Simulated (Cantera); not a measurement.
Charge: 1 mol B2O3, 2.1 mol F2, at 1102 °C and 105 Torr.

Equilibrium computed with Cantera from the NASA thermochemical tables; the gas is ideal and each condensed phase is pure. Rates play no part.

```tsv
species	before	after
BF3	0.461	0.510
O2	0.411	0.428
B3O3F3	0.0664	0.0609
BOF	0.0620	0.00111
BOF2	0.000323	2.23e-5
B2O3(l), mol	0.0774	0.150
```
Gas species are given as mole fractions.

Name the change that produced these shifts.
(A) temperature from 1102 °C to 1450 °C
(B) pressure from 105 Torr to 1.58 Torr
(C) temperature from 1102 °C to 827 °C
(D) temperature from 1102 °C to 1600 °C

C, temperature from 1102 °C to 827 °C
